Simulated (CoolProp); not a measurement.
Values from CoolProp's reference Helmholtz-energy equation of state, Lemmon 2006. It is a short technical equation, of lower accuracy than the large ones.

Give the vapour pressure (kPa), enthalpy of vaporisation (kJ/kg), vapour Z, surface tension (mN/m) of saturated C2F6 (R116) at 207.2, 217.1 K.


```json
[
 {"T (K)": "207.2", "p (kPa)": "186", "enthalpy of vaporisation (kJ/kg)": "111", "vapour Z": "0.931", "surface tension (mN/m)": "9.41"},
 {"T (K)": "217.1", "p (kPa)": "289", "enthalpy of vaporisation (kJ/kg)": "107", "vapour Z": "0.906", "surface tension (mN/m)": "8.10"}
]
```

Surface tension comes from a separate correlation (Mulero 2012).
